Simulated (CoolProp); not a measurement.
Cyclopentane at several states: Z from the reference equation and from simpler models built on Tc = 511.7 K, pc = 4.583 MPa, ω = 0.202; each cubic takes its own stable root.

Model: reference Helmholtz-energy equation of state, Gedanitz 2015, in CoolProp.

```json
[
 {"T (K)": "216.5", "p (MPa)": "12.1", "phase": "liquid", "reference": "0.5729", "Soave-Redlich-Kwong": "0.6037", "Peng-Robinson": "0.5386"},
 {"T (K)": "429.3", "p (MPa)": "4.99", "phase": "liquid", "reference": "0.1638", "Soave-Redlich-Kwong": "0.1753", "Peng-Robinson": "0.1551"},
 {"T (K)": "350.1", "p (MPa)": "4.4", "phase": "liquid", "reference": "0.1531", "Soave-Redlich-Kwong": "0.1597", "Peng-Robinson": "0.1414"},
 {"T (K)": "406.6", "p (MPa)": "2.84", "phase": "liquid", "reference": "0.09461", "Soave-Redlich-Kwong": "0.1007", "Peng-Robinson": "0.08888"},
 {"T (K)": "483.2", "p (MPa)": "23.5", "phase": "liquid", "reference": "0.6962", "Soave-Redlich-Kwong": "0.7211", "Peng-Robinson": "0.6454"}
]
```
